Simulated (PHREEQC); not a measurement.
# Reverse-osmosis permeate

A made-up water analysis in mg/kgw, 5 °C, pH 6.72, pe 9.2: Na 0.767; K 1.64; Ca 6.41; Mg 0.526; Cl 3.19; S(6) as SO4 7.3; Alkalinity as HCO3 12; Br 0.561; Si as SiO2 0.703; Cd 0.0141; Ba 0.0237; Pb 0.566.

Valence states are taken as typed.

Computed with PHREEQC (ion-association model, phreeqc.dat).

Precipitation was switched off in this run.

Task: What charge-balance error does the model give?

Result: charge-balance error -0.1 %.

Task: In which forms is S present?

Result: SO4-2 98 %, CaSO4 1.9 % of the S.

Complexes and solids missing from the database can't appear. Constants without temperature data keep their 25 °C values here.
